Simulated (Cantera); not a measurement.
Gas mixture: 50.7 % NO, 49.3 % N2O, at 1600 Pa, frozen composition.

Cantera's kinetic-theory transport with the Lennard-Jones parameters of GRI-Mech 3.0, ideal gas; thermal conductivity in the multicomponent form. The composition is frozen, though it would react at the higher temperatures.

D: mixture-averaged diffusion coefficient of that species in the mixture.

```
T (K)  ρ (kg/m³)  cp (J/kg/K)  μ (µPa s)  λ (mW/m/K)     Pr  D (cm²/s) OH  D (cm²/s) NO  D (cm²/s) N2
-----  ---------  -----------  ---------  ----------  -----  ------------  ------------  ------------
400       0.0178        981.9       21.1        28.6  0.722          29.0          16.4          18.8
650       0.0109         1097          …           …  0.728             …             …             …
900      0.00789         1180       38.5        62.4  0.729           116          66.7          75.6
1150     0.00618         1231       45.6        77.0  0.728           174           101           114
1400     0.00507         1267       52.0        90.5  0.728           242           140           158
1650     0.00430         1295          …           …  0.727             …             …             …
```

Task: Complete the blanks.

Result: 
- 650, μ (µPa s): 30.6
- 650, λ (mW/m/K): 46.1
- 650, D (cm²/s) OH: 66.9
- 650, D (cm²/s) NO: 38.3
- 650, D (cm²/s) N2: 43.6
- 1650, μ (µPa s): 57.9
- 1650, λ (mW/m/K): 103
- 1650, D (cm²/s) OH: 318
- 1650, D (cm²/s) NO: 184
- 1650, D (cm²/s) N2: 208
